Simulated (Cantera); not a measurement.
Input: 1 mol AlF3, 1.5 mol O2, 46 mol H2, held at 0.133 bar.

Cantera equilibrium calculation (NASA polynomials, part measured and part estimated; ideal gas, pure solids and liquids). Candidate condensed phases: Al, AlF3, Al2O3, H2O; 38 gas species. The numbers say what is thermodynamically allowed, not how fast it happens. All values below are at 1150 °C.

Base state: H2 0.905, HF 0.0622, H2O 0.0318, AlF2O 0.000449, H 1.73e-5, AlF3 1.73e-5 (mole fractions); condensed: Al2O3(s).

### Question
What changes in the equilibrium state with this change: H2 from 46 to 0.54 mol?

### Answer
```
species          before    after
-------------  --------  -------
AlF2O          0.000449    0.331
HF               0.0622    0.331
O2                <1e-9    0.325
H2                0.905  4.07e-8
H2O              0.0318   0.0132
H               1.73e-5  3.67e-9
OH              1.32e-8  2.59e-5
AlF3            1.73e-5  3.46e-5
Al2O3(s), mol     0.489        0
```

### Question
What changes in the equilibrium state with this change: O2 from 1.5 to 3.4 mol?

### Answer
| species | before | after |
|---|---|---|
| H2 | 0.905 | 0.825 |
| H2O | 0.0318 | 0.112 |
| HF | 0.0622 | 0.0626 |
| AlF2O | 0.000449 | 0.000255 |
| AlF3 | 1.73e-5 | 2.69e-6 |
| H | 1.73e-5 | 1.65e-5 |
| Al2O3(s), mol | 0.489 | 0.494 |
Gases not in the tables: Al(OH)3.

### Question
What changes in the equilibrium state with this change: 0.58 mol NH3 added?

### Answer
```json
[
 {"species": "H2", "before": "0.905", "after": "0.902"},
 {"species": "HF", "before": "0.0622", "after": "0.0607"},
 {"species": "H2O", "before": "0.0318", "after": "0.0311"},
 {"species": "N2", "before": "0", "after": "0.00596"},
 {"species": "AlF2O", "before": "0.000449", "after": "0.000434"},
 {"species": "AlF3", "before": "1.73e-5", "after": "1.67e-5"},
 {"species": "H", "before": "1.73e-5", "after": "1.73e-5"},
 {"species": "Al2O3(s), mol", "before": "0.489", "after": "0.489"}
]
```
Further candidate phases: AlN.
